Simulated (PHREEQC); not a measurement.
Make-up at 25 °C: 72 mmol/kgw LiCl. Closed to the air; pH follows from the charge balance.

Computed with PHREEQC (ion-association model, wateq4f.dat).

| Quantity | Result |
|---|---|
| ionic strength | 0.0720 mol/kgw |

```
species  molality  activity   log γ
-------  --------  --------  ------
Cl-        0.0720    0.0567  -0.104
Li+        0.0720    0.0586  -0.090
OH-       1.23e-7   9.67e-8  -0.105
H+        1.23e-7   1.03e-7  -0.076
```

Precipitation was switched off in this run.
